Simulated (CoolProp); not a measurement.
Vapour-liquid equilibrium of cis-2-butene (1) + acetone (2) at 1.03 bar; x and y are mole fractions of (1).

Model: multi-fluid Helmholtz-energy mixture model, Lemmon 2005 and Lemmon 2006; pair parameters Bell 2016, in CoolProp.

Problem. Give the bubble temperature and the first vapour's composition at x = 0.125, 0.275, 0.95. Is there an azeotrope?

Solution. x = 0.125: 29.5 °C, y = 0.669; x = 0.275: 16.5 °C, y = 0.834; x = 0.95: 4.8 °C, y = 0.976. No azeotrope shows between x = 0.05 and 0.95.

The pair parameters rest on a limited set of measurements; away from them the model extrapolates. With so large a gap from Raoult's law the liquid may split in two, which this calculation doesn't test in full.
